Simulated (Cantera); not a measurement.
## Calcination and drying: Mg(OH)₂ + CO₂ + O₂

Charge: 1 mol Mg(OH)₂, 3 mol CO₂, 0.012 mol O₂, at 900 K and 100000 Pa.

These are equilibrium values from Cantera (NASA tables, ideal gas, pure condensed phases), not measurements of a reactor. Candidate condensed phases: C, C₆H₆, C₇H₈, C₈H₁₈, H₂O, Mg, MgCO₃, MgO, Mg(OH)₂; 116 gas species. Kinetics and transport are ignored.

| Item | Value |
|---|---|
| x(CO₂) | 0.748 |
| x(H₂O) | 0.249 |
| x(O₂) | 0.00299 |
| n(MgO(s)) | 1.00 mol |
| gas amount | 4.012 mol |
| log10 activity of MgCO₃(s) (absent) | -2.28 |
| log10 activity of C(graphite) (absent) | -20.57 |
| log10 activity of Mg(s) (absent) | -28.01 |
